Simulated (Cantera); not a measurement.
A freely propagating, adiabatic, planar premixed flame of CH4 : CO : O2 : N2 : CO2 = 1 : 0.42 : 2.7 : 10.1 : 0.62 (molar parts), equivalence ratio 0.82, unburnt at 475 K and 120 Torr; mixture-averaged transport, grid criteria slope 0.08 and curve 0.16, no radiation.

Cantera simulation using GRI-Mech 3.0 (53 species, 325 reactions); the numbers are that mechanism's predictions, not measurements. Burning velocities carry a grid error of a few per cent, more on coarse grids.

**Question.** What does this change do: O2 2.7 to 2.1 parts?

**Answer.** 
| quantity | before | after |
|---|---|---|
| laminar burning velocity | 94.9 cm/s | 76.0 cm/s |
| thermal thickness | 2.17 mm | 2.51 mm |
| peak x(CH2O) | 0.000673 | 0.000597 |
| peak x(C2H2) | 1.14e-5 | 3.79e-5 |

**Question.** What does this change do: CO2 0.62 to 0.8 parts?

**Answer.** 
| quantity | before | after |
|---|---|---|
| laminar burning velocity | 94.9 cm/s | 89.4 cm/s |
| thermal thickness | 2.17 mm | 2.24 mm |
| peak x(CH2O) | 0.000673 | 0.000654 |
| peak x(C2H2) | 1.14e-5 | 1.05e-5 |

**Question.** What does this change do: inlet temperature 475 to 423 K?

**Answer.** 
```csv
quantity,before,after
laminar burning velocity,94.9 cm/s,77.0 cm/s
thermal thickness,2.17 mm,2.26 mm
peak x(CH2O),0.000673,0.000633
peak x(C2H2),1.14e-5,9.68e-6
```
